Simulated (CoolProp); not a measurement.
The numbers come from the reference Helmholtz-energy equation of state, Thol 2015 in CoolProp.

Question: For octamethylcyclotetrasiloxane (D4), give the phase and the Joule-Thomson coefficient (K/MPa), fugacity coefficient at 576.5 K and 1.02 MPa.

Answer: 
- 576.5 K and 1.02 MPa: gas; Joule-Thomson coefficient 22.6, fugacity coefficient 0.721
